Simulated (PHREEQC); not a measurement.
Solution (25 °C): 8 mmol/kgw Na2HPO4. Closed to the air; pH follows from the charge balance.

All values are PHREEQC results (ion-association model, phreeqc.dat), not measurements.

```
Quantity                       Value
--------------------  --------------
pH                              9.31
ionic strength        0.0237 mol/kgw
specific conductance      1380 µS/cm
total alkalinity         8.00 meq/kg
```

```tsv
species	molality	activity	log γ
Na+	0.0159	0.0137	-0.063
HPO4-2	0.00781	0.00438	-0.251
NaHPO4-	0.000135	0.000117	-0.062
H2PO4-	3.98e-5	3.45e-5	-0.062
OH-	2.41e-5	2.07e-5	-0.067
PO4-3	1.57e-5	4.04e-6	-0.588
```

This is a speciation only: nothing precipitates in the calculation. Species that the database lacks are ignored.
